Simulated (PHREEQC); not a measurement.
Consider water at 25 °C with 0.074 mol HF, 4.6e-05 mol NH4F and 0.0001 mol (NH4)2SiF6 per kg of water. Closed to the air; pH follows from the charge balance.

Equilibrium calculation in PHREEQC: ion-association model, phreeqc.dat.

- pH: 2.13
- ionic strength: 0.00834 mol/kgw
- total alkalinity: -74.4 meq/kg

| species | molality | activity | log γ |
|---|---|---|---|
| HF | 0.0644 | 0.0645 | 0.001 |
| H+ | 0.00800 | 0.00735 | -0.037 |
| F- | 0.00645 | 0.00585 | -0.042 |
| HF2- | 0.00159 | 0.00145 | -0.041 |
| NH4+ | 0.000246 | 0.000223 | -0.043 |
| SiF6-2 | 0.000100 | 6.89e-5 | -0.162 |

Precipitation was switched off in this run. SiF6-2 is the database's only silicon fluoride.
